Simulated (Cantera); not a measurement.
Gas mixture: 17.2 % CO2, 82.8 % NO, at 101000 Pa, frozen composition.

Cantera's kinetic-theory transport with the Lennard-Jones parameters of GRI-Mech 3.0, ideal gas; thermal conductivity in the mixture-averaged form. The composition is frozen, though it would react at the higher temperatures.

One state of this run: ρ (kg/m³) = 0.359; cp (J/kg/K) = 1173; μ (µPa s) = 45.4; λ (mW/m/K) = 74.3; Pr = 0.716; D (cm²/s) H2O = 2.32; D (cm²/s) NO = 1.50; D (cm²/s) CH4 = 1.99. D: mixture-averaged diffusion coefficient of that species in the mixture.

**Question.** Which value of T (K) does it belong to?
A) 600
B) 400
C) 1100
D) 800

**Answer.** C, 1100
